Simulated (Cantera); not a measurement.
Charge: 1 mol B₂O₃, 38 mol N₂, at 1850 K and 0.100 bar.

Cantera equilibrium calculation (NASA polynomials, part measured and part estimated; ideal gas, pure solids and liquids). Candidate condensed phases: B, BN, B₂O₃; 17 gas species. Kinetics and transport are ignored.

Base state: N₂ 0.974, B₂O₃ 0.0256, BO₂ 7.76e-5, BO 5.65e-5, B₂O₂ 1.34e-5 (mole fractions); condensed: gas only.

What changes in the equilibrium state with this change: 0.57 mol O₂ added?


| species | before | after |
|---|---|---|
| N₂ | 0.974 | 0.959 |
| B₂O₃ | 0.0256 | 0.0244 |
| O₂ | 4.82e-8 | 0.0132 |
| BO₂ | 7.76e-5 | 0.00174 |
| B₂O₂ | 1.34e-5 | 2.44e-8 |
| O | 1.34e-7 | 7.02e-5 |
| NO | 2.61e-6 | 0.00136 |
| BO | 5.65e-5 | 2.41e-6 |

What changes in the equilibrium state with this change: B₂O₃ replaced by B₂H₆?


```csv
species,before,after
N₂,0.974,0.925
H₂,0,0.0747
H,0,0.000466
B₂O₃,0.0256,0
BO₂,7.76e-5,0
BO,5.65e-5,0
B₂O₂,1.34e-5,0
"BN(s), mol",0,2.00
```
The feed counts by its element totals alone.
